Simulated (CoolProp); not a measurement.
Vapour-liquid equilibrium of n-hexane (1) + m-xylene (2) at 0.104 MPa; x and y are mole fractions of (1).

The numbers come from the multi-fluid Helmholtz-energy mixture model, Thol 2019 and Zhou 2012; pair parameters Bell 2016 in CoolProp.

| x | bubble temperature (°C) | y at the bubble point | dew temperature at overall composition x (°C) | liquid density (mol/L) |
|---|---|---|---|---|
| 0.05 | 131.3 | 0.244 | 138.4 | 7.156 |
| 0.2 | 109.4 | 0.666 | 133.0 | 7.266 |
| 0.35 | 94.6 | 0.832 | 126.9 | 7.305 |
| 0.5 | 85.3 | 0.904 | 119.6 | 7.291 |
| 0.65 | 79.2 | 0.941 | 110.4 | 7.245 |
| 0.8 | 74.8 | 0.967 | 98.0 | 7.184 |
| 0.95 | 70.9 | 0.991 | 77.8 | 7.125 |

No azeotrope shows between x = 0.05 and 0.95.

Pair parameters are fitted to limited data, so mixtures are less certain than the pure fluids.
